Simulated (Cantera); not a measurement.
Cantera run:

```python
import numpy as np
import cantera as ct

gas_names = """
    CL CL2 H HCL H2 N NH NH2 NH3 N2 N2H2 N2H4 Si SiCL SiCL2 SiCL3 SiCL4 SiH SiHCL3 SiH2 SiH2CL2 SiH3
    SiH3CL SiH4 SiN Si2 Si2N Si3
""".split()
cond_names = """
    NH4CL(a) NH4CL(b) Si(cr) Si(L) Si3N4(a)
""".split()


# ... load() reads the species with a 1 bar reference pressure and builds the phases ...
atoms = {
    'SiH2Cl2': {'Si': 1, 'H': 2, 'CL': 2},
    'N2': {'N': 2},
}
top_T = {'Si3N4(a)': 2400}  # K; cautious upper limits of use, not melting points


# ... equilibrate(T, P, feed) seeds the gas with the atoms and calls Mixture.equilibrate('TP', solver="vcs", rtol=1e-11, max_steps=5000) ...
results = []
feed = {'SiH2Cl2': 1, 'N2': 13}  # mol
P = 1333.22  # Pa
for T in [973, 1073, 1173, 1273, 1373, 1473, 1573]:
    mix = equilibrate(T, P, feed)
    results.append((T, P, feed, dict(zip(mix.species_names, mix.species_moles))))

top = {s: max(r[3][s] / sum(r[3][g] for g in gas_names) for r in results) for s in gas_names}
cols = sorted((s for s in top if top[s] > 1e-05), key=lambda s: -top[s])[:6]
seen = [c for c in cond_names if any(r[3].get(c, 0) > 1e-12 for r in results)]
print("log10 of partial pressures in bar; condensed amounts in mol")
print(f"{'T/K':>10s}" + "".join(f"{s[:9]:>10s}" for s in cols + seen))
for T, P, feed, n in results:
    ng = sum(n[g] for g in gas_names)
    print(f"{T:10.4g}" + "".join(f"{np.log10(max(n[s] / ng * P / 1e5, 1e-99)):10.3f}" for s in cols)
          + "".join(f"{n.get(c, 0):10.4g}" for c in seen))
```

Output:

```
log10 of partial pressures in bar; condensed amounts in mol
       T/K        N2       HCL        H2     SiCL2     SiCL4     SiCL3  Si3N4(a)
       973    -1.935    -2.907    -3.503    -8.366    -3.805    -6.814    0.2772
      1073    -1.935    -2.891    -3.536    -6.974    -3.840    -6.009    0.2812
      1173    -1.935    -2.880    -3.563    -5.828    -3.878    -5.350    0.2837
      1273    -1.936    -2.875    -3.577    -4.883    -3.942    -4.821    0.2821
      1373    -1.937    -2.886    -3.557    -4.140    -4.119    -4.462    0.2672
      1473    -1.938    -2.936    -3.469    -3.652    -4.574    -4.380    0.2276
      1573    -1.938    -3.038    -3.344    -3.397    -5.305    -4.561    0.1747
```

Method: chemical equilibrium by Gibbs-energy minimisation in Cantera with the NASA 1993 tables (ideal gas, pure condensed phases). N2 is the only nitrogen source here; it is nearly inert below about 1500 K, so the nitride shown seldom forms there in practice. The tables' values for SiCl3 are old estimates; treat these amounts as uncertain.
